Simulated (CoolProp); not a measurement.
Vapour pressure (MPa) of hydrogen chloride: the reference equation beside estimates from Tc = 324.7 K, pc = 8.314 MPa, ω = 0.130. Clausius-Clapeyron is anchored at 212.2 K with a constant enthalpy of vaporisation of 15.16 kJ/mol.

Computed with CoolProp (reference Helmholtz-energy equation of state, Thol 2018).

| T (K) | reference | Lee-Kesler | Clausius-Clapeyron | Redlich-Kwong | Soave-Redlich-Kwong | Peng-Robinson |
|---|---|---|---|---|---|---|
| 212.2 | 0.3349 | 0.3299 | 0.3349 | 0.3960 | 0.3297 | 0.3322 |
| 216.3 | 0.3991 | 0.3949 | 0.3941 | 0.4719 | 0.3946 | 0.3965 |
| 220.5 | 0.4741 | 0.4711 | 0.4628 | 0.5601 | 0.4708 | 0.4719 |
| 224.6 | 0.5573 | 0.5557 | 0.5382 | 0.6573 | 0.5555 | 0.5556 |
| 228.8 | 0.6535 | 0.6537 | 0.6248 | 0.7689 | 0.6536 | 0.6525 |
| 233 | 0.7617 | 0.7641 | 0.7213 | 0.8936 | 0.7643 | 0.7616 |
| 237.1 | 0.8798 | 0.8845 | 0.8258 | 1.029 | 0.8854 | 0.8809 |
| 241.3 | 1.014 | 1.022 | 0.9441 | 1.181 | 1.024 | 1.017 |
| 245.4 | 1.160 | 1.170 | 1.071 | 1.345 | 1.173 | 1.165 |
| 249.6 | 1.325 | 1.338 | 1.214 | 1.529 | 1.343 | 1.332 |

Absolute difference from the reference over all 10 rows, mean and median: Lee-Kesler 0.7 and 0.7 %, Clausius-Clapeyron 4.6 and 4.8 %, Redlich-Kwong 17.2 and 17.5 %, Soave-Redlich-Kwong 0.8 and 0.8 %, Peng-Robinson 0.4 and 0.4 %.
